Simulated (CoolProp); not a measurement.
Vapour-liquid equilibrium of carbon dioxide (1) + C2F6 (R116) (2) at 250.2 K; x and y are mole fractions of (1).

The numbers come from the multi-fluid Helmholtz-energy mixture model, Span 1996 and Lemmon 2006; pair parameters Bell 2016 in CoolProp.

```csv
x,bubble pressure (MPa),y at the bubble point,dew pressure at overall composition x (MPa),liquid density (mol/L)
0.05,1.068,0.123,0.9988,9.801
0.15,1.293,0.315,1.095,10.38
0.25,1.499,0.448,1.209,11.03
0.35,1.669,0.543,1.344,11.79
0.45,1.797,0.613,1.502,12.69
0.55,1.886,0.668,1.682,13.80
0.65,1.942,0.716,1.859,15.20
0.75,1.968,0.764,1.964,16.97
0.85,1.959,0.824,1.943,19.21
0.95,1.883,0.920,1.852,22.06
```

y crosses x between x = 0.75 and 0.85: the model has an azeotrope there.

Pair parameters are fitted to limited data, so mixtures are less certain than the pure fluids.
